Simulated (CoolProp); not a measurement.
A simple Rankine cycle with vinyl chloride: condensing at 312.15 K, boiler at 1.74 MPa, turbine inlet 360.6 K, turbine efficiency 0.65, pump efficiency 0.7, no recuperator. Each further row changes one setting.

Model: reference Helmholtz-energy equation of state, Thol 2022, in CoolProp.

```json
[
 {"case": "as stated", "thermal efficiency (%)": "7.3", "net work (kJ/kg)": "24.2", "heat in (kJ/kg)": "333", "turbine exit temperature (K)": "312.2", "volume ratio over the turbine": "2.92"},
 {"case": "turbine inlet 380.6 K", "thermal efficiency (%)": "7.5", "net work (kJ/kg)": "26.7", "heat in (kJ/kg)": "358", "turbine exit temperature (K)": "334.1", "volume ratio over the turbine": "2.88"},
 {"case": "condensing temperature 304.15 K", "thermal efficiency (%)": "8.4", "net work (kJ/kg)": "29.1", "heat in (kJ/kg)": "345", "turbine exit temperature (K)": "304.2", "volume ratio over the turbine": "3.61"},
 {"case": "boiler pressure 1.22 MPa", "thermal efficiency (%)": "5.2", "net work (kJ/kg)": "18.0", "heat in (kJ/kg)": "346", "turbine exit temperature (K)": "330.5", "volume ratio over the turbine": "2.02"},
 {"case": "turbine efficiency 0.55", "thermal efficiency (%)": "6.1", "net work (kJ/kg)": "20.1", "heat in (kJ/kg)": "333", "turbine exit temperature (K)": "315.7", "volume ratio over the turbine": "2.97"}
]
```

The expansion ends wet for: as stated; condensing temperature 304.15 K.
